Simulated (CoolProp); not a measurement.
Vapour-liquid equilibrium of n-octane (1) + n-dodecane (2) at 266 kPa; x and y are mole fractions of (1).

Values from CoolProp's multi-fluid Helmholtz-energy mixture model, Beckmüller 2019 and Lemmon 2004; pair parameters Bell 2016.

Question: Give the bubble temperature and the first vapour's composition at x = 0.275, 0.35, 0.725. Is there an azeotrope?

Answer: x = 0.275: 493.7 K, y = 0.663; x = 0.35: 484.9 K, y = 0.752; x = 0.725: 452.6 K, y = 0.954. No azeotrope shows between x = 0.05 and 0.95.

The pair parameters rest on a limited set of measurements; away from them the model extrapolates.
